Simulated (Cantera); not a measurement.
An isothermal, constant-pressure homogeneous reactor starts with CH₄ : CO₂ = 1 : 2.2 (molar parts), at 1350 K and 1.50 bar. Integrator tolerance rtol = 1e-08.

Cantera simulation using GRI-Mech 3.0 (53 species, 325 reactions); the numbers are that mechanism's predictions, not measurements.

### Question
What does this change do: pressure from 1.50 bar to 1.01 bar?

### Answer
```
quantity                                             before                                     after
-----------------  ----------------------------------------  ----------------------------------------
x(CH₄) at 20.0 s      0.105 (gas-phase equilibrium 5.87e-6)     0.127 (gas-phase equilibrium 2.68e-6)
x(CO₂) at 20.0 s        0.401 (gas-phase equilibrium 0.113)       0.435 (gas-phase equilibrium 0.113)
x(H₂) at 20.0 s        0.0618 (gas-phase equilibrium 0.267)      0.0582 (gas-phase equilibrium 0.267)
x(C₂H₄) at 20.0 s  0.00951 (gas-phase equilibrium 1.84e-11)  0.00603 (gas-phase equilibrium 5.67e-12)
x(CH₂) at 20.0 s    2.59e-10 (gas-phase equilibrium <1e-12)   2.65e-10 (gas-phase equilibrium <1e-12)
x(H₂O) at 20.0 s        0.171 (gas-phase equilibrium 0.118)       0.151 (gas-phase equilibrium 0.118)
x(C₂H) at 20.0 s    2.22e-10 (gas-phase equilibrium <1e-12)   2.26e-10 (gas-phase equilibrium <1e-12)
```

### Question
What does this change do: CO2 2.2 to 16 parts?

### Answer
| quantity | before | after |
|---|---|---|
| x(CH₄) at 20.0 s | 0.105 (gas-phase equilibrium 5.87e-6) | 0.0192 (gas-phase equilibrium 3.61e-10) |
| x(CO₂) at 20.0 s | 0.401 (gas-phase equilibrium 0.113) | 0.845 (gas-phase equilibrium 0.697) |
| x(H₂) at 20.0 s | 0.0618 (gas-phase equilibrium 0.267) | 0.00316 (gas-phase equilibrium 0.0132) |
| x(C₂H₄) at 20.0 s | 0.00951 (gas-phase equilibrium 1.84e-11) | 0.000275 (gas-phase equilibrium <1e-12) |
| x(CH₂) at 20.0 s | 2.59e-10 (gas-phase equilibrium <1e-12) | 1.54e-10 (gas-phase equilibrium <1e-12) |
| x(H₂O) at 20.0 s | 0.171 (gas-phase equilibrium 0.118) | 0.0542 (gas-phase equilibrium 0.0920) |
| x(C₂H) at 20.0 s | 2.22e-10 (gas-phase equilibrium <1e-12) | 1.90e-10 (gas-phase equilibrium <1e-12) |
